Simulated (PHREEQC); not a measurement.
Solution (65 °C): 0.015 mol LiOH and 0.0014 mol Na2CO3 per kg of water. Closed to the air; pH follows from the charge balance.

The numbers come from PHREEQC with the ion-association model, phreeqc.dat.

```json
[
 {"quantity": "pH", "before": "11.02", "after": "9.75"},
 {"quantity": "ionic strength (mol/kgw)", "before": "0.0187", "after": "0.0182"},
 {"quantity": "CO3-2 (mol/kgw)", "before": "0.00112", "after": "0.000502"},
 {"quantity": "NaCO3- (mol/kgw)", "before": "0.000185", "after": "8.67e-5"},
 {"quantity": "HCO3- (mol/kgw)", "before": "9.69e-5", "after": "0.000811"},
 {"quantity": "NaHCO3 (mol/kgw)", "before": "8.76e-8", "after": "7.63e-7"}
]
```

Task: What was changed between the two runs?
(A) diluted 100-fold with water
(B) LiOH replaced by LiBr at the same molality
(C) temperature from 65 to 35 °C
(D) Na2CO3 from 0.0014 to 0.00014 mol/kgw
(E) Na2CO3 from 0.0014 to 0.0021 mol/kgw

Result: B, LiOH replaced by LiBr at the same molality

This is a speciation only: nothing precipitates in the calculation. Constants without temperature data keep their 25 °C values here.
